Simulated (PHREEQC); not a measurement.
## Alkaline etch or developer: an equilibrium model

Make-up at 25 °C: 0.03 mol NH3, 0.0013 mol CO2 and 0.13 mol KBr per kg of water. Closed to the air; pH follows from the charge balance.

Model: ion-association model, phreeqc.dat, run in PHREEQC.

Precipitation was switched off in this run.

Question: What pH does the model give?

Answer: pH 10.42.

Question: In which forms is C present?

Answer: CO3-2 73 %, HCO3- 27 % of the C.
